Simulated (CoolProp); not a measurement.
A simple Rankine cycle with chlorine: condensing at 294.15 K, boiler at 5.72 MPa, turbine inlet 437.3 K, turbine efficiency 0.6, pump efficiency 0.7, no recuperator. Each further row changes one setting.

Model: reference Helmholtz-energy equation of state, Thol 2021, in CoolProp.

| case | thermal efficiency (%) | net work (kJ/kg) | heat in (kJ/kg) | turbine exit temperature (K) | volume ratio over the turbine |
|---|---|---|---|---|---|
| as stated | [?] | [?] | 285 | 294.1 | 6.58 |
| condensing temperature 286.15 K | [?] | 39.0 | 292 | 286.1 | [?] |
| boiler pressure 4 MPa | 11.3 | [?] | 302 | [?] | 4.72 |
| turbine efficiency 0.5 | 10.0 | 28.6 | 285 | 302.8 | 6.90 |

### Question
What belongs in the gaps?

### Answer

- as stated, thermal efficiency (%): 12.4
- as stated, net work (kJ/kg): 35.3
- condensing temperature 286.15 K, thermal efficiency (%): 13.3
- condensing temperature 286.15 K, volume ratio over the turbine: 8.13
- boiler pressure 4 MPa, net work (kJ/kg): 34.2
- boiler pressure 4 MPa, turbine exit temperature (K): 323.7

The expansion ends wet for: as stated; condensing temperature 286.15 K.
